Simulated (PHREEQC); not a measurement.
A solution holds 0.12 mol CuCl2, 0.26 mol HCl and 5.3e-05 mol NaCl per kg of water, at 60 °C. Closed to the air; pH follows from the charge balance.

Equilibrium calculation in PHREEQC: ion-association model, phreeqc.dat.

Task: The ionic strength comes out as 0.474 mol/kgw. What activity coefficients do CuCl3-, Cu+2, Cl-, CuCl+, Na+ get?

Result: CuCl3- 0.64, Cu+2 0.23, Cl- 0.64, CuCl+ 0.64, Na+ 0.70.

No solid was allowed to form. Species that the database lacks are ignored. Away from 25 °C the constants follow the database's enthalpies or fits; those with neither stay at their 25 °C values.
